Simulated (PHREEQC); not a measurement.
Make-up at 25 °C: 6.8 mmol/kgw H2SO4, 4.4 mmol/kgw LiCl and 0.28 mmol/kgw Fe2(SO4)3. It is in equilibrium with CO2 at log p = -3.4 (atm). Otherwise closed; pH follows from the charge balance.

Computed with PHREEQC (ion-association model, phreeqc.dat).

This is a speciation only: nothing precipitates in the calculation.

Question: What pH, ionic strength does the model give?

Answer: pH 2.02; ionic strength 0.0204 mol/kgw.

Question: In which forms is Fe present?

Answer: FeSO4+ 81 %, Fe+3 7.4 %, Fe(SO4)2- 4.5 %, FeHSO4+2 3.2 %, FeOH+2 3.0 %, FeCl+2 0.5 % of the Fe.

Examples of supersaturated solids here: Hematite (slow to form), Goethite (slow to form). Others may be too. Species that the database lacks are ignored.
